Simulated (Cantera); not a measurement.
What does this Cantera script print?

```python
import numpy as np
import cantera as ct

gas_names = """
    H HNO HNO2 HNO3 HO2 H2 H2O H2O2 N NH NH2 NH3 NH2OH NO NO2 NO3 N2 N2H2 N2H4 N2O O OH O2 O3 Pb PbO Pb2
""".split()
cond_names = """
    H2O(s) H2O(L) Pb(cr) Pb(L) PbO(rd) PbO(yw) PbO(L) PbO2(s) Pb3O4(s)
""".split()


# ... load() reads the species with a 1 bar reference pressure and builds the phases ...
atoms = {
    'PbO': {'Pb': 1, 'O': 1},
    'O2': {'O': 2},
    'H2': {'H': 2},
    'NH3': {'N': 1, 'H': 3},
}
top_T = {'Pb3O4(s)': 820}  # K; cautious upper limits of use, not melting points


# ... equilibrate(T, P, feed) seeds the gas with the atoms and calls Mixture.equilibrate('TP', solver="vcs", rtol=1e-11, max_steps=5000) ...
results = []
feed = {'PbO': 1, 'O2': 0.92, 'H2': 0.27, 'NH3': 0.096}  # mol
P = 1300  # Pa
for T in [475, 575, 675, 775, 875, 975, 1075, 1175, 1275, 1375, 1475, 1575]:
    mix = equilibrate(T, P, feed)
    results.append((T, P, feed, dict(zip(mix.species_names, mix.species_moles))))
    x = sorted(zip(gas.X, gas.species_names), reverse=True)
    print(f"T = {T:g} K  P = {P:g} Pa  gas = {mix.phase_moles(0):.4g} mol")
    print("   x: " + "  ".join(f"{s} {v:.3e}" for v, s in x if v > 0.001))
    print("   condensed (mol): " + ("  ".join(f"{mix.phase(i).name} {mix.phase_moles(i):.4g}"
          for i in range(1, mix.n_phases) if mix.phase_moles(i) > 1e-12) or "none"))
```

Result:

```
T = 475 K  P = 1300 Pa  gas = 1.008 mol
   x: O2 5.418e-01  H2O 4.106e-01  N2 4.760e-02
   condensed (mol): Pb3O4(s) 0.3333
T = 575 K  P = 1300 Pa  gas = 1.175 mol
   x: O2 6.068e-01  H2O 3.523e-01  N2 4.085e-02
   condensed (mol): PbO(rd) 1
T = 675 K  P = 1300 Pa  gas = 1.175 mol
   x: O2 6.068e-01  H2O 3.523e-01  N2 4.085e-02
   condensed (mol): PbO(rd) 1
T = 775 K  P = 1300 Pa  gas = 1.175 mol
   x: O2 6.068e-01  H2O 3.523e-01  N2 4.085e-02
   condensed (mol): PbO(yw) 1
T = 875 K  P = 1300 Pa  gas = 1.175 mol
   x: O2 6.068e-01  H2O 3.523e-01  N2 4.085e-02
   condensed (mol): PbO(yw) 1
T = 975 K  P = 1300 Pa  gas = 1.175 mol
   x: O2 6.068e-01  H2O 3.523e-01  N2 4.085e-02
   condensed (mol): PbO(yw) 1
T = 1075 K  P = 1300 Pa  gas = 1.175 mol
   x: O2 6.067e-01  H2O 3.523e-01  N2 4.083e-02
   condensed (mol): PbO(yw) 0.9997
T = 1175 K  P = 1300 Pa  gas = 1.179 mol
   x: O2 6.049e-01  H2O 3.512e-01  N2 4.069e-02  PbO 3.101e-03
   condensed (mol): PbO(L) 0.9963
T = 1275 K  P = 1300 Pa  gas = 1.202 mol
   x: O2 5.931e-01  H2O 3.443e-01  N2 3.986e-02  PbO 2.230e-02
   condensed (mol): PbO(L) 0.9729
T = 1375 K  P = 1300 Pa  gas = 1.339 mol
   x: O2 5.338e-01  H2O 3.092e-01  PbO 1.181e-01  N2 3.575e-02  Pb 2.791e-03
   condensed (mol): PbO(L) 0.8381
T = 1475 K  P = 1300 Pa  gas = 2.205 mol
   x: PbO 4.267e-01  O2 3.366e-01  H2O 1.876e-01  Pb 2.687e-02  N2 2.166e-02
   condensed (mol): none
T = 1575 K  P = 1300 Pa  gas = 2.229 mol
   x: PbO 4.005e-01  O2 3.435e-01  H2O 1.854e-01  Pb 4.809e-02  N2 2.135e-02
   condensed (mol): none
```

These are equilibrium values from Cantera (NASA tables, ideal gas, pure condensed phases), not measurements of a reactor. Gases not in the tables: (PbO)n polymers.
